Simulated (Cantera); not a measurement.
A Cantera script and what it prints.

```python
import numpy as np
import cantera as ct

gas_names = """
    N NO NO2 NO3 N2 N2O O O2 O3 Pb PbO Pb2
""".split()
cond_names = """
    Pb(cr) Pb(L) PbO(rd) PbO(yw) PbO(L) PbO2(s) Pb3O4(s)
""".split()


# ... load() reads the species with a 1 bar reference pressure and builds the phases ...
atoms = {
    'PbO': {'Pb': 1, 'O': 1},
    'O2': {'O': 2},
    'N2': {'N': 2},
}
top_T = {'Pb3O4(s)': 820}  # K; cautious upper limits of use, not melting points


# ... equilibrate(T, P, feed) seeds the gas with the atoms and calls Mixture.equilibrate('TP', solver="vcs", rtol=1e-11, max_steps=5000) ...
results = []
feed = {'PbO': 1, 'O2': 0.3, 'N2': 0.31}  # mol
P = 1000  # Pa
for T in [450, 550, 650, 750, 850, 950, 1050, 1150, 1250, 1350, 1450, 1550]:
    mix = equilibrate(T, P, feed)
    results.append((T, P, feed, dict(zip(mix.species_names, mix.species_moles))))
    x = sorted(zip(gas.X, gas.species_names), reverse=True)
    print(f"T = {T:g} K  P = {P:g} Pa  gas = {mix.phase_moles(0):.4g} mol")
    print("   x: " + "  ".join(f"{s} {v:.3e}" for v, s in x if v > 0.0001))
    print("   condensed (mol): " + ("  ".join(f"{mix.phase(i).name} {mix.phase_moles(i):.4g}"
          for i in range(1, mix.n_phases) if mix.phase_moles(i) > 1e-12) or "none"))
```

Output:

```
T = 450 K  P = 1000 Pa  gas = 0.4433 mol
   x: N2 6.992e-01  O2 3.008e-01
   condensed (mol): Pb3O4(s) 0.3333
T = 550 K  P = 1000 Pa  gas = 0.61 mol
   x: N2 5.082e-01  O2 4.918e-01
   condensed (mol): PbO(rd) 1
T = 650 K  P = 1000 Pa  gas = 0.61 mol
   x: N2 5.082e-01  O2 4.918e-01
   condensed (mol): PbO(rd) 1
T = 750 K  P = 1000 Pa  gas = 0.61 mol
   x: N2 5.082e-01  O2 4.918e-01
   condensed (mol): PbO(rd) 1
T = 850 K  P = 1000 Pa  gas = 0.61 mol
   x: N2 5.082e-01  O2 4.918e-01
   condensed (mol): PbO(yw) 1
T = 950 K  P = 1000 Pa  gas = 0.61 mol
   x: N2 5.082e-01  O2 4.918e-01
   condensed (mol): PbO(yw) 1
T = 1050 K  P = 1000 Pa  gas = 0.6101 mol
   x: N2 5.081e-01  O2 4.917e-01  PbO 1.480e-04
   condensed (mol): PbO(yw) 0.9999
T = 1150 K  P = 1000 Pa  gas = 0.6114 mol
   x: N2 5.070e-01  O2 4.906e-01  PbO 2.277e-03  NO 1.610e-04
   condensed (mol): PbO(yw) 0.9986
T = 1250 K  P = 1000 Pa  gas = 0.6215 mol
   x: N2 4.986e-01  O2 4.826e-01  PbO 1.827e-02  NO 3.403e-04  Pb 1.717e-04
   condensed (mol): PbO(L) 0.9885
T = 1350 K  P = 1000 Pa  gas = 0.6835 mol
   x: N2 4.533e-01  O2 4.399e-01  PbO 1.038e-01  Pb 2.510e-03  NO 5.945e-04
   condensed (mol): PbO(L) 0.9274
T = 1450 K  P = 1000 Pa  gas = 1.227 mol
   x: PbO 4.559e-01  O2 2.599e-01  N2 2.524e-01  Pb 3.119e-02  NO 5.982e-04
   condensed (mol): PbO(L) 0.4025
T = 1550 K  P = 1000 Pa  gas = 1.674 mol
   x: PbO 5.206e-01  O2 2.171e-01  N2 1.848e-01  Pb 7.669e-02  NO 7.634e-04
   condensed (mol): none
```

Cantera equilibrium calculation (NASA polynomials, part measured and part estimated; ideal gas, pure solids and liquids). Gases not in the tables: (PbO)n polymers.
